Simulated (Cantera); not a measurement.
Gas-phase reforming

An isothermal, constant-pressure homogeneous reactor starts with 23.3 % CH₄, 76.7 % CO₂, at 2223 K and 0.533 atm.

Model: GRI-Mech 3.0 (53 species, 325 reactions), integrated in Cantera.

| t (s) | x CH₄ | x CO₂ | x H₂ | x H₂O₂ | x C₂H₂ | x HCO |
|---|---|---|---|---|---|---|
| 6.00e-5 | 0.0724 | 0.614 | 0.138 | 1.49e-10 | 0.0463 | 1.53e-5 |
| 0.000258 | 0.00985 | 0.393 | 0.0968 | 7.03e-10 | 0.0675 | 3.95e-6 |
| 0.00111 | 0.00221 | 0.233 | 0.0833 | 9.80e-10 | 0.0297 | 1.63e-6 |
| 0.00476 | 7.07e-5 | 0.166 | 0.116 | 7.74e-10 | 0.000252 | 1.62e-7 |
| 0.0205 | 1.42e-11 | 0.165 | 0.116 | 1.62e-9 | <1e-12 | 1.87e-7 |
| 0.0880 | 1.42e-11 | 0.165 | 0.116 | 1.63e-9 | <1e-12 | 1.88e-7 |
| 0.378 | 1.42e-11 | 0.165 | 0.116 | 1.63e-9 | <1e-12 | 1.88e-7 |
| 1.62 | 1.42e-11 | 0.165 | 0.116 | 1.63e-9 | <1e-12 | 1.88e-7 |
| 6.98 | 1.42e-11 | 0.165 | 0.116 | 1.63e-9 | <1e-12 | 1.88e-7 |
| 30.0 | 1.42e-11 | 0.165 | 0.116 | 1.63e-9 | <1e-12 | 1.88e-7 |
x: mole fraction; the columns are a selection and need not sum to one.

Equilibrium at this temperature and pressure: CH₄ 1.55e-11, CO₂ 0.165, H₂ 0.116, H₂O₂ 1.63e-9, C₂H₂ <1e-12, HCO 1.88e-7 (gas phase only).
